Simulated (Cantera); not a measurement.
A closed system holds: 1 mol SiH4, 1.1 mol O2, a varied amount of N2, at 1850 K and 24.0 Pa.

Method: chemical equilibrium by Gibbs-energy minimisation in Cantera with the NASA 1993 tables (ideal gas, pure condensed phases). Candidate condensed phases: H2O, Si, SiO2, Si2N2O, Si3N4; 35 gas species. The tables hold silica as quartz up to 1696 K and as liquid above; real silica turns to tridymite and cristobalite and melts near 1996 K. The numbers say what is thermodynamically allowed, not how fast it happens.

Problem. Which condensed phases are stable at each of these points (n(N2) (mol)): 9, 13, 19, 27, 39, 57, 82, 120, 170?

Solution. 
```csv
n(N2) (mol),condensed phases,Si condensed (%)
9,SiO2(condensed),50.6
13,SiO2(condensed),43.2
19,SiO2(condensed),34.5
27,SiO2(condensed),25.5
39,SiO2(condensed),15.2
57,SiO2(condensed),3.6
82,gas only,0.0
120,gas only,0.0
170,gas only,0.0
```

From 9 mol N2 to 57 mol N2 the condensed part is SiO2(condensed). From 82 mol N2 to 170 mol N2 nothing is condensed.
